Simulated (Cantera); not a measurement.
Adiabatic ignition

An adiabatic, constant-volume homogeneous reactor starts with 13.4 % CH4, 2.01 % C2H6, 17.8 % O2, 66.8 % N2, at 1800 K and 4.44 atm.

Cantera simulation using GRI-Mech 3.0 (53 species, 325 reactions); the numbers are that mechanism's predictions, not measurements. Above 3000 K some thermodynamic fits are extrapolated.

```csv
t (s),T (K),P (bar),x CH4,x C2H6,x O2,x C2H4,x OH,x CO2
7.00e-6,1899,4.87,0.106,0.00659,0.151,0.0112,0.000207,0.000538
1.67e-5,3078,9.15,2.51e-10,<1e-12,0.000262,<1e-12,0.00722,0.0164
3.99e-5,3060,9.10,1.03e-10,<1e-12,0.000296,<1e-12,0.00756,0.0163
9.51e-5,3057,9.10,1.04e-10,<1e-12,0.000290,<1e-12,0.00749,0.0163
0.000227,3056,9.09,1.05e-10,<1e-12,0.000288,<1e-12,0.00746,0.0163
0.000542,3056,9.09,1.05e-10,<1e-12,0.000288,<1e-12,0.00745,0.0163
0.00129,3056,9.09,1.05e-10,<1e-12,0.000288,<1e-12,0.00745,0.0163
0.00308,3056,9.09,1.05e-10,<1e-12,0.000288,<1e-12,0.00745,0.0163
0.00736,3056,9.09,1.05e-10,<1e-12,0.000288,<1e-12,0.00745,0.0163
0.0176,3056,9.09,1.05e-10,<1e-12,0.000288,<1e-12,0.00745,0.0163
0.0419,3056,9.09,1.05e-10,<1e-12,0.000288,<1e-12,0.00745,0.0163
0.100,3056,9.09,1.05e-10,<1e-12,0.000288,<1e-12,0.00745,0.0163
```
x: mole fraction; the columns are a selection and need not sum to one.

time of steepest temperature rise: 10.5 µs
temperature at 0.100 s: 3056 K
equilibrium temperature: 3056 K
x(CH4) at 0.100 s: 1.05e-10 (gas-phase equilibrium 1.19e-10)
x(C2H6) at 0.100 s: <1e-12 (gas-phase equilibrium <1e-12)
x(O2) at 0.100 s: 0.000288 (gas-phase equilibrium 0.000288)
